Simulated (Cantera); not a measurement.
An adiabatic, constant-volume homogeneous reactor starts with CH4 : CO : O2 : N2 : H2O = 1 : 0.69 : 5.86 : 15.2 : 1.8 (molar parts), equivalence ratio 0.40, at 1775 K and 16.8 atm. Integrator tolerance rtol = 1e-08.

Computed with Cantera and GRI-Mech 3.0 (53 species, 325 reactions). The pressure lies above the range GRI-Mech 3.0 was tuned for (to about 10 atm).

### Question
What does this change do: pressure from 16.8 atm to 4.93 atm?

### Answer
```json
[
 {"quantity": "time of steepest temperature rise", "before": "8.29 µs", "after": "22.4 µs"},
 {"quantity": "temperature at 2.00 s", "before": "2796 K", "after": "2744 K"},
 {"quantity": "equilibrium temperature", "before": "2796 K", "after": "2744 K"},
 {"quantity": "x(CH4) at 2.00 s", "before": "<1e-12 (gas-phase equilibrium <1e-12)", "after": "<1e-12 (gas-phase equilibrium <1e-12)"},
 {"quantity": "x(CO) at 2.00 s", "before": "0.00518 (gas-phase equilibrium 0.00518)", "after": "0.00738 (gas-phase equilibrium 0.00738)"},
 {"quantity": "x(O2) at 2.00 s", "before": "0.129 (gas-phase equilibrium 0.129)", "after": "0.129 (gas-phase equilibrium 0.129)"},
 {"quantity": "x(CH3) at 2.00 s", "before": "<1e-12 (gas-phase equilibrium <1e-12)", "after": "<1e-12 (gas-phase equilibrium <1e-12)"},
 {"quantity": "x(CH2CO) at 2.00 s", "before": "<1e-12 (gas-phase equilibrium <1e-12)", "after": "<1e-12 (gas-phase equilibrium <1e-12)"}
]
```

### Question
What does this change do: pressure from 16.8 atm to 4.64 atm?

### Answer
```tsv
quantity	before	after
time of steepest temperature rise	8.29 µs	23.5 µs
temperature at 2.00 s	2796 K	2741 K
equilibrium temperature	2796 K	2741 K
x(CH4) at 2.00 s	<1e-12 (gas-phase equilibrium <1e-12)	<1e-12 (gas-phase equilibrium <1e-12)
x(CO) at 2.00 s	0.00518 (gas-phase equilibrium 0.00518)	0.00751 (gas-phase equilibrium 0.00751)
x(O2) at 2.00 s	0.129 (gas-phase equilibrium 0.129)	0.129 (gas-phase equilibrium 0.129)
x(CH3) at 2.00 s	<1e-12 (gas-phase equilibrium <1e-12)	<1e-12 (gas-phase equilibrium <1e-12)
x(CH2CO) at 2.00 s	<1e-12 (gas-phase equilibrium <1e-12)	<1e-12 (gas-phase equilibrium <1e-12)
```

### Question
What does this change do: CH4 1 to 2.5 parts?

### Answer
```
quantity                                                            before                                      after
---------------------------------  ---------------------------------------  -----------------------------------------
time of steepest temperature rise                                  8.29 µs                                    9.59 µs
temperature at 2.00 s                                               2796 K                                     3267 K
equilibrium temperature                                             2796 K                                     3267 K
x(CH4) at 2.00 s                     <1e-12 (gas-phase equilibrium <1e-12)      <1e-12 (gas-phase equilibrium <1e-12)
x(CO) at 2.00 s                    0.00518 (gas-phase equilibrium 0.00518)      0.0513 (gas-phase equilibrium 0.0513)
x(O2) at 2.00 s                        0.129 (gas-phase equilibrium 0.129)      0.0334 (gas-phase equilibrium 0.0334)
x(CH3) at 2.00 s                     <1e-12 (gas-phase equilibrium <1e-12)  3.80e-12 (gas-phase equilibrium 4.80e-12)
x(CH2CO) at 2.00 s                   <1e-12 (gas-phase equilibrium <1e-12)      <1e-12 (gas-phase equilibrium <1e-12)
```
Above 3000 K some thermodynamic fits are extrapolated.
